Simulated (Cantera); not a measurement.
Input (Python, Cantera) and output of one run.

```python
import numpy as np
import cantera as ct

gas_names = """
    F F2 N NF NF2 NF3 N2 Si SiF SiF2 SiF3 SiF4 SiN Si2 Si2N Si3
""".split()
cond_names = """
    Si(cr) Si(L) Si3N4(a)
""".split()


# ... load() reads the species with a 1 bar reference pressure and builds the phases ...
atoms = {
    'Si': {'Si': 1},
    'F2': {'F': 2},
    'N2': {'N': 2},
}
top_T = {'Si3N4(a)': 2400}  # K; cautious upper limits of use, not melting points


# ... equilibrate(T, P, feed) seeds the gas with the atoms and calls Mixture.equilibrate('TP', solver="vcs", rtol=1e-11, max_steps=5000) ...
results = []
feed = {'Si': 1, 'F2': 1.7, 'N2': 49}  # mol
T = 800  # K
P = 950  # Pa
mix = equilibrate(T, P, feed)
results.append((T, P, feed, dict(zip(mix.species_names, mix.species_moles))))
print(gas.report(threshold=1e-05))
for i in range(1, mix.n_phases):
    print(f"{mix.phase(i).name:16s} {mix.phase_moles(i):12.5e} mol")
```

Output:

```
       temperature   800 K
          pressure   950 Pa
           density   0.0041867 kg/m^3
  mean mol. weight   29.314 kg/kmol
   phase of matter   gas

                          1 kg             1 kmol
                     ---------------   ---------------
          enthalpy       -4.1043e+05       -1.2031e+07  J
   internal energy       -6.3734e+05       -1.8683e+07  J
           entropy            8971.7        2.6299e+05  J/K
    Gibbs function       -7.5878e+06       -2.2243e+08  J
 heat capacity c_p            1111.8             32590  J/K
 heat capacity c_v            828.14             24276  J/K

                      mass frac. Y      mole frac. X     chem. pot. / RT
                     ---------------   ---------------   ---------------
                N2           0.93934           0.98291           -28.994
              SiF4          0.060662          0.017085           -289.18
     [  +14 minor]        3.5126e-08        1.2102e-08

Si(cr)            0.00000e+00 mol
Si3N4(a)          4.99999e-02 mol
```

Method: chemical equilibrium by Gibbs-energy minimisation in Cantera with the NASA 1993 tables (ideal gas, pure condensed phases). N2 is the only nitrogen source here; it is nearly inert below about 1500 K, so the nitride shown seldom forms there in practice.
